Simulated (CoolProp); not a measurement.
Saturated liquid density (kg/m³) of dimethyl carbonate: the reference equation beside estimates from Tc = 283.9 °C, pc = 4.909 MPa, ω = 0.346. Rackett uses Z = 0.29056 − 0.08775 ω.

Values from CoolProp's reference Helmholtz-energy equation of state, Zhou 2011.

```tsv
T (°C)	reference	Rackett	Redlich-Kwong	Peng-Robinson
84.45	982.1	1001	836.1	990.9
94.05	968.3	987.3	823.0	978.0
103.55	954.6	973.2	809.6	964.5
113.05	940.5	958.8	795.6	950.4
122.55	926.2	943.9	781.2	935.5
132.15	911.4	928.6	766.1	___
141.65	896.4	912.9	___	903.1
151.15	881.0	896.8	734.3	885.6
160.65	865.2	880.1	717.4	867.0
170.25	848.7	862.6	699.5	847.0
179.75	831.8	___	681.1	826.0
189.25	814.3	825.9	661.6	___
198.85	795.7	806.0	641.0	779.0
208.35	776.3	785.1	619.3	752.8
217.85	755.6	762.9	596.2	724.5
```

Q: Complete the blanks.

A: 
- 132.15, Peng-Robinson: 919.7
- 141.65, Redlich-Kwong: 750.5
- 179.75, Rackett: 844.7
- 189.25, Peng-Robinson: 803.4

Absolute difference from the reference over all 15 rows, mean and median: Rackett 1.7 and 1.8 %, Redlich-Kwong 17.2 and 16.7 %, Peng-Robinson 1.3 and 1.0 %.
